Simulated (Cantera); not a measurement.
Charge: 1 mol CH3F, 0.65 mol F2, at 10.0 Torr.

Method: chemical equilibrium by Gibbs-energy minimisation in Cantera with the NASA 1993 tables (ideal gas, pure condensed phases). Candidate condensed phases: C, C6H6, C7H8, C8H18; 95 gas species. Equilibrium is a limit: real reactors are often held back by kinetics, nucleation or transport.

### Question
What share of the C ends up in condensed phases as a function of T (°C), at 1850, 2000, 2150, 2300, 2450, 2600, 2750, 2900, 3050, 3200?

### Answer
```csv
T (°C),C condensed (%),as
1850,99.9,C(graphite)
2000,99.8,C(graphite)
2150,99.5,C(graphite)
2300,99.1,C(graphite)
2450,97.9,C(graphite)
2600,92.1,C(graphite)
2750,62.4,C(graphite)
2900,0.0,-
3050,0.0,-
3200,0.0,-
```
